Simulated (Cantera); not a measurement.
What does this Cantera script print?

```python
import numpy as np
import cantera as ct

surf = ct.Interface("ptcombust.yaml", "Pt_surf")
gas = surf.adjacent["gas"]
gas.TPX = 300, 15000, {'CH4': 0.026, 'O2': 0.062, 'N2': 0.79}
jet = ct.ImpingingJet(gas=gas, width=0.075, surface=surf)
jet.inlet.mdot, jet.inlet.T, jet.inlet.X = 0.052, 300, {'CH4': 0.026, 'O2': 0.062, 'N2': 0.79}
jet.set_refine_criteria(ratio=10, slope=0.2, curve=0.3)
show, cover = ['CH4', 'O2', 'H2O', 'OH', 'CO', 'CO2'], ["PT(S)", "H(S)", "O(S)", "OH(S)", "CO(S)", "C(S)"]

rows = []
print(f"{'Ts/K':>7s}" + "".join(f"{s:>11s}" for s in show + cover) + "   (gas at the wall, coverages)")
for i, Ts in enumerate([850, 900, 950, 1000, 1050]):
    jet.surface.T = Ts
    if i == 0:
        surf.TP = Ts, 15000
        surf.coverages = "PT(S):0.5, O(S):0.5"
        surf.advance_coverages(1.0)
        jet.set_initial_guess(products="inlet")
    jet.solve(loglevel=0, auto=(i == 0))
    rows.append([*(jet.X[gas.species_index(s), -1] for s in show), *surf[cover].coverages])
    print(f"{Ts:7g}" + "".join(f"{x:11.3e}" for x in rows[-1]))
```

Output:

```
   Ts/K        CH4         O2        H2O         OH         CO        CO2      PT(S)       H(S)       O(S)      OH(S)      CO(S)       C(S)   (gas at the wall, coverages)
    850  1.753e-02  4.494e-02  2.261e-02  7.581e-09  5.071e-06  1.483e-02  1.598e-01  4.784e-08  8.384e-01  1.774e-03  1.820e-05  4.644e-08
    900  1.073e-02  3.057e-02  3.519e-02  2.741e-08  4.622e-06  2.317e-02  2.437e-01  1.633e-07  7.542e-01  2.069e-03  1.392e-05  4.948e-08
    950  6.557e-03  2.177e-02  4.283e-02  7.774e-08  4.072e-06  2.826e-02  3.339e-01  4.108e-07  6.640e-01  2.046e-03  9.266e-06  4.433e-08
   1000  4.339e-03  1.711e-02  4.682e-02  1.960e-07  3.790e-06  3.095e-02  4.214e-01  8.473e-07  5.768e-01  1.863e-03  6.043e-06  3.776e-08
   1050  3.118e-03  1.456e-02  4.897e-02  4.479e-07  3.761e-06  3.240e-02  5.027e-01  1.541e-06  4.956e-01  1.633e-03  4.059e-06  3.229e-08
```

Cantera simulation using Deutschmann's 1995 Pt surface mechanism with GRI-Mech 3.0 gas chemistry; the numbers are that mechanism's predictions, not measurements. Catalytic surfaces can have several steady states; this one follows from the mechanism file's or the stated starting coverage.
